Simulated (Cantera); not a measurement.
## SiH4 + NO + H2 (silicon oxide and oxynitride deposition)

A closed system holds: 1 mol SiH4, a varied amount of NO, 1.6 mol H2, held at 852 °C and 13300 Pa.

Equilibrium computed with Cantera from the NASA thermochemical tables; the gas is ideal and each condensed phase is pure. Candidate condensed phases: H2O, Si, SiO2, Si2N2O, Si3N4; 35 gas species. Mutual solubility and eutectic melting of coexisting phases are not modelled. Rates play no part.

From 0.16 mol NO to 0.7 mol NO the condensed part is Si(s) + SiO2(β-quartz) + Si2N2O(s). From 0.95 mol NO to 1.7 mol NO the condensed part is SiO2(β-quartz) + Si2N2O(s). From 2.3 mol NO to 5.7 mol NO the condensed part is SiO2(β-quartz).

```tsv
n(NO) (mol)	x H2	x H2O	x N2	x O2	x NO	x NH3	n Si(s)	n SiO2(β-quartz)	n Si2N2O(s)
0.16	1.000	1.49e-8	1.40e-12	<1e-12	<1e-12	4.38e-11	0.800	0.0400	0.0800
0.21	1.000	1.49e-8	1.40e-12	<1e-12	<1e-12	4.38e-11	0.737	0.0525	0.105
0.29	1.000	1.49e-8	1.40e-12	<1e-12	<1e-12	4.38e-11	0.637	0.0725	0.145
0.39	1.000	1.49e-8	1.40e-12	<1e-12	<1e-12	4.38e-11	0.512	0.0975	0.195
0.52	1.000	1.49e-8	1.40e-12	<1e-12	<1e-12	4.38e-11	0.350	0.130	0.260
0.7	1.000	1.49e-8	1.40e-12	<1e-12	<1e-12	4.38e-11	0.125	0.175	0.350
0.95	0.966	4.16e-5	0.0335	<1e-12	<1e-12	6.44e-6	0	0.300	0.350
1.3	0.896	5.62e-5	0.104	<1e-12	<1e-12	1.01e-5	0	0.533	0.233
1.7	0.828	6.14e-5	0.172	<1e-12	<1e-12	1.16e-5	0	0.800	0.100
2.3	0.695	0.0632	0.242	<1e-12	<1e-12	1.05e-5	0	1.00	0
3.1	0.485	0.214	0.301	<1e-12	<1e-12	6.87e-6	0	1.00	0
4.2	0.246	0.386	0.368	<1e-12	1.64e-12	2.73e-6	0	1.00	0
5.7	4.17e-8	0.554	0.438	0.00768	1.51e-5	<1e-12	0	1.00	0
```
x: gas mole fraction; n: condensed amount in mol.
